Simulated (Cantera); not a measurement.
An isothermal, constant-pressure homogeneous reactor starts with 0.249 % C₂H₆, 99.8 % N₂, at 1425 K and 0.530 bar.

Cantera simulation using GRI-Mech 3.0 (53 species, 325 reactions); the numbers are that mechanism's predictions, not measurements. GRI-Mech 3.0 stops at C3 and has no aromatics, soot or wall deposition, so with more carbon than oxygen in the feed, carbon stays in small species such as C2H2 where larger ones or solid carbon would form.

x: mole fraction; the columns are a selection and need not sum to one.

```csv
t (s),x C₂H₆,x H,x C₂H,x H₂,x CH₃
0.000200,0.00240,4.92e-6,<1e-12,3.02e-5,0.000101
0.000486,0.00213,1.21e-5,1.72e-10,0.000246,0.000149
0.00118,0.00146,1.47e-5,9.54e-10,0.000882,0.000135
0.00287,0.000543,1.55e-5,2.84e-9,0.00193,7.97e-5
0.00697,7.11e-5,9.91e-6,3.55e-9,0.00291,2.80e-5
0.0169,(withheld),(withheld),(withheld),(withheld),(withheld)
0.0412,7.08e-7,1.40e-6,7.35e-10,0.00377,3.10e-6
0.100,1.35e-7,6.90e-7,3.86e-10,0.00399,1.45e-6
0.243,8.22e-8,5.78e-7,3.40e-10,0.00419,1.17e-6
0.590,7.71e-8,5.80e-7,3.49e-10,0.00431,1.14e-6
1.43,7.46e-8,5.82e-7,3.51e-10,0.00433,1.12e-6
3.49,6.97e-8,5.84e-7,3.52e-10,0.00435,1.08e-6
8.47,5.97e-8,5.90e-7,3.54e-10,0.00440,1.00e-6
20.6,4.27e-8,6.01e-7,3.59e-10,0.00448,8.50e-7
50.0,2.25e-8,6.18e-7,3.65e-10,0.00461,6.18e-7
```

**Question.** What belongs in the gaps?

**Answer.** 
- 0.0169, x C₂H₆: 6.54e-6
- 0.0169, x H: 3.74e-6
- 0.0169, x C₂H: 1.75e-9
- 0.0169, x H₂: 0.00345
- 0.0169, x CH₃: 8.85e-6
